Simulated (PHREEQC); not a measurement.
Solution (30 °C): 0.0012 mol/kgw NaHS, 0.23 mol/kgw HCl and 0.00013 mol/kgw ZnCl2. Closed to the air; pH follows from the charge balance.

Computed with PHREEQC (ion-association model, phreeqc.dat).

No solid was allowed to form.

### Question
Order these Zn species by the share of Zn that they hold, largest first: ZnCl+, ZnCl4-2, ZnCl2, ZnCl3-, Zn+2.

### Answer
Zn+2 (80 %), ZnCl+ (17 %), ZnCl2 (2.0 %), ZnCl3- (0.56 %), ZnCl4-2 (0.12 %)

The pH is 0.74 and the ionic strength 0.230 mol/kgw.
